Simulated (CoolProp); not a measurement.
Vapour pressure (MPa) of n-heptane: the reference equation beside estimates from Tc = 541.2 K, pc = 2.774 MPa, ω = 0.349. Clausius-Clapeyron is anchored at 261.8 K with a constant enthalpy of vaporisation of 38.84 kJ/mol.

The numbers come from the reference Helmholtz-energy equation of state, Span 2003 in CoolProp. It is a short technical equation, of lower accuracy than the large ones.

| T (K) | reference | Lee-Kesler | Clausius-Clapeyron | van der Waals | Redlich-Kwong | Soave-Redlich-Kwong | Peng-Robinson |
|---|---|---|---|---|---|---|---|
| 244 | 0.0001943 | 0.0001802 | 0.0001983 | 0.03693 | 0.001319 | 0.0001870 | 0.0002155 |
| 261.8 | 0.0007290 | 0.0006776 | 0.0007290 | 0.06139 | 0.003911 | 0.0006996 | 0.0007777 |
| 279.7 | 0.002254 | 0.002112 | 0.002284 | 0.09608 | 0.009789 | 0.002166 | 0.002340 |
| 297.5 | 0.005896 | 0.005587 | 0.006205 | 0.1426 | 0.02125 | 0.005692 | 0.006010 |
| 315.3 | 0.01355 | 0.01299 | 0.01506 | 0.2028 | 0.04139 | 0.01315 | 0.01364 |
| 333.2 | 0.02809 | 0.02727 | 0.03338 | 0.2791 | 0.07405 | 0.02744 | 0.02806 |
| 351 | 0.05314 | 0.05212 | 0.06796 | 0.3722 | 0.1229 | 0.05223 | 0.05281 |
| 368.8 | 0.09344 | 0.09244 | 0.1292 | 0.4840 | 0.1925 | 0.09242 | 0.09265 |
| 386.7 | 0.1550 | 0.1544 | 0.2322 | 0.6168 | 0.2876 | 0.1542 | 0.1536 |
| 404.5 | 0.2436 | 0.2436 | 0.3952 | 0.7703 | 0.4118 | 0.2437 | 0.2416 |
| 422.4 | 0.3674 | 0.3683 | 0.6447 | 0.9475 | 0.5706 | 0.3694 | 0.3651 |
| 440.2 | 0.5329 | 0.5347 | 1.008 | 1.147 | 0.7664 | 0.5380 | 0.5310 |
| 458 | 0.7492 | 0.7515 | 1.523 | 1.372 | 1.004 | 0.7590 | 0.7488 |
| 475.9 | 1.028 | 1.030 | 2.236 | 1.624 | 1.289 | 1.043 | 1.030 |
| 493.7 | 1.376 | 1.378 | 3.185 | 1.900 | 1.621 | 1.398 | 1.383 |

Absolute difference from the reference over all 15 rows, mean and median: Lee-Kesler 2.5 and 1.1 %, Clausius-Clapeyron 48.9 and 38.3 %, van der Waals 2532.3 and 418.0 %, Redlich-Kwong 169.8 and 106.0 %, Soave-Redlich-Kwong 2.0 and 1.6 %, Peng-Robinson 1.9 and 0.7 %.
